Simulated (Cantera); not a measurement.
A counterflow diffusion flame at 1.60 bar, nozzles 20 mm apart: fuel side CO : H2 : N2 = 1 : 0.09 : 1.6 (molar parts) at 600 K, oxidiser side O2 : N2 = 0.24 : 0.76 (molar parts) at 325 K, fuel mass flux 0.84 times the oxidiser's; mixture-averaged transport, no radiation.

Model: GRI-Mech 3.0 (53 species, 325 reactions), integrated in Cantera. The maximum strain rate includes the flame's own expansion and is several times the mean. A flux with no burning solution from the previous one only brackets extinction.

x: mole fraction; the columns are a selection and need not sum to one.

| oxidiser flux (kg/m²/s) | max strain (1/s) | mean strain (1/s) | T max (K) | peak x OH | peak x H | peak x NO | peak x CO |
|---|---|---|---|---|---|---|---|
| 0.96 | 237 | 74.3 | 1797 | 0.00247 | 0.00396 | 4.94e-5 | 0.372 |
| 1.6 | 385 | 124 | 1745 | 0.00247 | 0.00466 | 4.18e-5 | 0.372 |
| 2.5 | ? | 193 | 1695 | 0.00240 | ? | ? | 0.372 |
| 4.1 | 953 | 317 | 1635 | 0.00225 | 0.00582 | 2.92e-5 | 0.372 |
| 6.7 | 1520 | 519 | 1556 | 0.00196 | 0.00597 | 2.10e-5 | 0.372 |
| 11 | ? | 851 | 1433 | ? | ? | ? | 0.372 |

Q: Some entries are withheld; supply them.

A: 
- 2.5, max strain (1/s): 591
- 2.5, peak x H: 0.00528
- 2.5, peak x NO: 3.60e-5
- 11, max strain (1/s): 2430
- 11, peak x OH: 0.00139
- 11, peak x H: 0.00494
- 11, peak x NO: 9.96e-6
